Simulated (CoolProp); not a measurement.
Vapour-liquid equilibrium of ethylbenzene (1) + n-nonane (2) at 147.85 °C; x and y are mole fractions of (1).

Values from CoolProp's multi-fluid Helmholtz-energy mixture model, Zhou 2012 and Lemmon 2006; pair parameters Bell 2016.

Give the bubble pressure and the first vapour's composition at x = 0.35, 0.65, 0.85. Is there an azeotrope?

x = 0.35: 0.1145 MPa, y = 0.454; x = 0.65: 0.1278 MPa, y = 0.718; x = 0.85: 0.1340 MPa, y = 0.875. No azeotrope shows between x = 0.05 and 0.95.

Pair parameters are fitted to limited data, so mixtures are less certain than the pure fluids.
